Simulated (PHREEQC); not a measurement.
NaOH is added in steps, without added water, to 1 kg of water holding 31 mmol/kgw Na2SeO3, 0.058 mmol/kgw NaHCO3 and 0.72 mmol/kgw FeCl3, at 25 °C. No oxygen is let in. No CO2 enters from the air. The run lets Fe(OH)3(a), Fe2(SeO3)3, Halite, Nahcolite, Natron precipitate or redissolve, and no other solid.

Base run: PHREEQC, ion-association model, wateq4f.dat. Each further column changes one thing. The table gives pH.

| NaOH added (mol) | base | diluted 2-fold with water | diluted 100-fold with water | no solid may form |
|---|---|---|---|---|
| 0 | 9.30 | 9.36 | 9.27 | 9.21 |
| 0.0016 | 9.84 | 10.66 | 11.17 | 9.57 |
| 0.0024 | 10.44 | 11.03 | 11.35 | 9.92 |
| 0.004 | 11.14 | 11.37 | 11.57 | 10.94 |
| 0.0056 | 11.41 | 11.56 | 11.71 | 11.31 |
| 0.0064 | 11.50 | 11.63 | 11.76 | 11.42 |
| 0.008 | 11.64 | 11.74 | 11.86 | 11.59 |
| 0.0096 | 11.75 | 11.83 | 11.93 | 11.71 |
| 0.0104 | 11.79 | 11.87 | 11.97 | 11.75 |
| 0.012 | 11.87 | 11.94 | 12.03 | 11.84 |
| 0.0136 | 11.93 | 12.00 | 12.08 | 11.91 |
| 0.0144 | 11.96 | 12.02 | 12.10 | 11.94 |
| 0.016 | 12.02 | 12.07 | 12.15 | 11.99 |

 In at least one series the solution becomes supersaturated in solids that the run did not let form, among them Fe(OH)3(a).
